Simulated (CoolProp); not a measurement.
Vapour-liquid equilibrium of m-xylene (1) + n-undecane (2) at 0.23 MPa; x and y are mole fractions of (1).

Values from CoolProp's multi-fluid Helmholtz-energy mixture model, Zhou 2012 and Aleksandrov 2011; pair parameters Bell 2016.

| x | bubble temperature, mixture model (K) | bubble temperature, Raoult's law (K) | y, mixture model | y, Raoult's law |
|---|---|---|---|---|
| 0.05 | ___ | 500.3 | 0.123 | 0.147 |
| 0.125 | 494.8 | 493.3 | ___ | 0.324 |
| 0.2 | 489.0 | 486.9 | 0.415 | 0.463 |
| 0.275 | 483.5 | 481.3 | ___ | 0.572 |
| 0.35 | 478.4 | 476.1 | 0.619 | 0.660 |
| 0.425 | 473.6 | 471.4 | 0.697 | 0.731 |
| 0.5 | 469.1 | 467.1 | 0.763 | 0.789 |
| 0.575 | 464.9 | 463.2 | 0.818 | 0.838 |
| 0.65 | 461.0 | 459.5 | 0.865 | 0.878 |
| 0.725 | 457.3 | 456.2 | 0.904 | 0.912 |
| 0.8 | 453.8 | 453.0 | 0.936 | 0.941 |
| 0.875 | 450.6 | 450.1 | 0.964 | 0.966 |
| 0.95 | 447.5 | 447.4 | 0.987 | 0.987 |

Task: What belongs in the gaps?

Result: 
- 0.05, bubble temperature, mixture model (K): 501.1
- 0.125, y, mixture model: 0.282
- 0.275, y, mixture model: 0.526

The largest gap from Raoult's law is +2.3 K in bubble temperature, at x = 0.35. No azeotrope shows between x = 0.05 and 0.95.

The pair parameters rest on a limited set of measurements; away from them the model extrapolates.
